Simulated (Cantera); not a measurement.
A perfectly stirred reactor is fed with CH₄ : C₂H₆ : C₃H₈ : O₂ : N₂ = 1 : 0.19 : 0.36 : 4.91 : 18.4 (molar parts), equivalence ratio 0.91, at 500000 Pa; it is adiabatic with a 400 K inlet, and is followed from long to short residence time, starting on the burning branch (τ in s: 0.024, 0.012, 0.0055, 0.0026, 0.0012, 0.00059, 0.00028, 0.00013, 6.4e-05).

Cantera simulation using GRI-Mech 3.0 (53 species, 325 reactions); the numbers are that mechanism's predictions, not measurements. GRI-Mech 3.0 was tuned for natural gas; its chemistry of propane as a main component is partial and can be far from experiment.

One state of this run: T (K) = 2197; x CH₄ = 2.18e-5; x C₂H₆ = 7.15e-7; x C₃H₈ = 1.41e-6; x NO = 0.000255; x OH = 0.00452; x CO = 0.00839; x O = 0.000691. x: mole fraction; the columns are a selection and need not sum to one.

Q: Which value of τ (s) does it belong to?
A) 0.0012
B) 0.00059
C) 0.012
D) 0.00013

A: A, 0.0012
